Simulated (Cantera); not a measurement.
An adiabatic, constant-pressure homogeneous reactor starts with 25.5 % H2, 9.81 % O2, 64.7 % N2, equivalence ratio 1.3, at 1000 K and 5.00 bar.

Computed with Cantera and the H2/O2 subset of GRI-Mech 3.0, which has no nitrogen chemistry. The hydrogen kinetics of GRI-Mech 3.0 are dated; newer H2 mechanisms differ, most at raised pressure.

**Question.** Predict: time of steepest temperature rise; temperature at 5.00 s; equilibrium temperature; x(H2) at 5.00 s; x(O2) at 5.00 s; x(OH) at 5.00 s; x(H2O) at 5.00 s; x(HO2) at 5.00 s; x(H) at 5.00 s.

**Answer.** 
| Property | Value |
|---|---|
| time of steepest temperature rise | 12.4 ms |
| temperature at 5.00 s | 2400 K |
| equilibrium temperature | 2400 K |
| x(H2) at 5.00 s | 0.0646 (gas-phase equilibrium 0.0646) |
| x(O2) at 5.00 s | 2.93e-5 (gas-phase equilibrium 2.93e-5) |
| x(OH) at 5.00 s | 0.00112 (gas-phase equilibrium 0.00112) |
| x(H2O) at 5.00 s | 0.216 (gas-phase equilibrium 0.216) |
| x(HO2) at 5.00 s | 3.08e-8 (gas-phase equilibrium 3.08e-8) |
| x(H) at 5.00 s | 0.00182 (gas-phase equilibrium 0.00182) |
